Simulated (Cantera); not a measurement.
Input: 1 mol CH3F, 0.64 mol H2, equilibrated at 1198.15 K and 97.5 Torr.

Method: chemical equilibrium by Gibbs-energy minimisation in Cantera with the NASA 1993 tables (ideal gas, pure condensed phases). The numbers say what is thermodynamically allowed, not how fast it happens.

```csv
species,before,after
H2,0.620,0.549
HF,0.379,0.399
CH4,0.000801,0.0526
"C(graphite), mol",0.998,0.868
```
Gas species are given as mole fractions.

Question: Name the change that produced these shifts.
A) CH3F replaced by CHF3
B) CH3F replaced by CF4
C) temperature from 1198.15 K to 2598 K
D) temperature from 1198.15 K to 800 K

Answer: D, temperature from 1198.15 K to 800 K
